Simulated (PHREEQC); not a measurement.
Consider water at 25 °C and 100 atm with 0.0021 mol/kgw KOH, 0.0015 mol/kgw K2SO4 and 1.7e-05 mol/kgw CO2. Closed to the air; pH follows from the charge balance.

Model: ion-association model, phreeqc.dat, run in PHREEQC.

Precipitation was switched off in this run.

Q: Estimate the pH.

A: pH 11.23.

Q: In which forms is S present?

A: SO4-2 98 %, KSO4- 2.4 % of the S.

Under pressure, the constants of complexes without a molar volume in the database are unreliable.
